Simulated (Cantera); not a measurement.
A closed system holds: 1 mol PbO, 37 mol H2, 34 mol N2, held at 660 Pa.

Method: chemical equilibrium by Gibbs-energy minimisation in Cantera with the NASA 1993 tables (ideal gas, pure condensed phases). Candidate condensed phases: H2O, Pb, PbO, PbO2, Pb3O4; 27 gas species. Equilibrium is a limit: real reactors are often held back by kinetics, nucleation or transport. All values below are at 1227 °C.

Base state: H2 0.500, N2 0.472, H2O 0.0139, Pb 0.0139, H 0.000153 (mole fractions); condensed: gas only.

What changes in the equilibrium state with this change: PbO replaced by PbS?


```
species  before    after
-------  ------  -------
H2        0.500    0.508
N2        0.472    0.471
Pb       0.0139  0.00823
H2O      0.0139        0
PbS           0  0.00563
H2S           0  0.00530
S2            0  0.00125
```
Further candidate phases: PbS, S.
